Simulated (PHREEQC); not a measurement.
# Buffer with leach liquor: speciation

Solution A (1.1 mmol/kgw NaHSO4 and 0.21 mmol/kgw NH3) is mixed with solution B (0.06 mol H2SO4, 0.00025 mol Li2SO4 and 0.0068 mol Na2SO4 per kg of water) at 25 °C; shares are by mass of water, 1 kg in all. Oxygen is held at 0.21 atm. The system is closed to CO2. Solids allowed: Mirabilite. Others were left out.

All values are PHREEQC results (ion-association model, wateq4f.dat), not measurements.

Q: Predict pH, HSO4- (mol/kgw) at share of solution B = 0.05, 0.35, 1.

A: 
```csv
share of solution B,pH,HSO4- (mol/kgw)
0.05,2.29,0.00118
0.35,1.61,0.0139
1,1.23,0.0487
```
